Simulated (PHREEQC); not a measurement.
Make-up at 50 °C: 110 mmol/kgw HF, 48 mmol/kgw NaF and 0.034 mmol/kgw H2SO4. Closed to the air; pH follows from the charge balance.

All values are PHREEQC results (ion-association model, phreeqc.dat), not measurements.

The pH is 2.85 and the ionic strength is 0.0491 mol/kgw. The total alkalinity is -110 meq/kg.

```csv
species,molality,activity,log γ
HF,0.0942,0.0953,0.005
Na+,0.0474,0.0388,-0.087
F-,0.0348,0.0280,-0.094
HF2-,0.0142,0.0116,-0.089
H+,0.00167,0.00142,-0.071
NaF,0.000618,0.000625,0.005
SO4-2,2.70e-5,1.21e-5,-0.348
HSO4-,3.71e-6,3.02e-6,-0.089
NaSO4-,3.31e-6,2.72e-6,-0.085
```

Precipitation was switched off in this run. At this temperature some constants are extrapolated from 25 °C, and those without enthalpy data are left unchanged.
